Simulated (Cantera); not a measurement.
An isothermal, constant-pressure homogeneous reactor starts with H₂ : O₂ : N₂ = 0.8 : 1 : 4.4 (molar parts), at 1100 K and 0.158 atm.

Computed with Cantera and the H2/O2 subset of GRI-Mech 3.0, which has no nitrogen chemistry. The temperature is held fixed by assumption; the heat of reaction is taken as removed at once.

x: mole fraction; the columns are a selection and need not sum to one.

```csv
t (s),x H₂,x O₂,x H,x H₂O₂,x HO₂
0.000200,0.129,0.161,5.07e-7,7.50e-11,3.94e-8
0.000678,0.0188,0.112,0.0396,?,1.77e-5
0.00230,0.000991,0.103,0.000452,?,1.36e-5
0.00779,6.82e-5,0.103,5.33e-6,?,2.97e-6
0.0264,5.37e-6,0.103,1.77e-7,?,4.01e-7
0.0894,5.46e-7,0.103,1.12e-8,?,6.69e-8
0.303,9.61e-8,0.103,1.16e-9,?,1.52e-8
1.03,2.30e-8,0.103,1.54e-10,?,4.29e-9
3.48,6.36e-9,0.103,2.37e-11,7.65e-10,1.82e-9
11.8,2.19e-9,0.103,4.85e-12,2.65e-10,1.57e-9
40.0,1.44e-9,0.103,2.52e-12,1.64e-10,1.73e-9
```

Fill in the missing entries.


- 0.000678, x H₂O₂: 1.28e-6
- 0.00230, x H₂O₂: 1.66e-6
- 0.00779, x H₂O₂: 5.61e-7
- 0.0264, x H₂O₂: 1.36e-7
- 0.0894, x H₂O₂: 3.31e-8
- 0.303, x H₂O₂: 8.87e-9
- 1.03, x H₂O₂: 2.55e-9
